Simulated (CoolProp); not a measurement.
Vapour-liquid equilibrium of C2F6 (R116) (1) + R22 (2) at 236 K; x and y are mole fractions of (1).

Computed with CoolProp (multi-fluid Helmholtz-energy mixture model, Lemmon 2006 and Kamei 1995; pair parameters Bell 2016).

| x | bubble pressure, mixture model (MPa) | bubble pressure, Raoult's law (MPa) | y, mixture model | y, Raoult's law |
|---|---|---|---|---|
| 0.05 | 0.2343 | 0.1438 | 0.494 | 0.208 |
| 0.125 | 0.3472 | 0.1797 | 0.668 | 0.416 |
| 0.2 | 0.4138 | 0.2155 | 0.729 | 0.555 |
| 0.275 | 0.4533 | 0.2514 | 0.759 | 0.654 |
| 0.35 | 0.4780 | 0.2872 | 0.777 | 0.729 |
| 0.425 | 0.4953 | 0.3231 | 0.790 | 0.787 |
| 0.5 | 0.5096 | 0.3589 | 0.802 | 0.833 |
| 0.575 | 0.5232 | 0.3948 | 0.815 | 0.871 |
| 0.65 | 0.5372 | 0.4307 | 0.831 | 0.903 |
| 0.725 | 0.5518 | 0.4665 | 0.851 | 0.929 |
| 0.8 | 0.5667 | 0.5024 | 0.877 | 0.952 |
| 0.875 | 0.5809 | 0.5382 | 0.912 | 0.972 |
| 0.95 | 0.5927 | 0.5741 | 0.960 | 0.990 |

The largest gap from Raoult's law is +93.2 % in bubble pressure, at x = 0.125. No azeotrope shows between x = 0.05 and 0.95.

The pair parameters rest on a limited set of measurements; away from them the model extrapolates. With so large a gap from Raoult's law the liquid may split in two, which this calculation doesn't test in full.
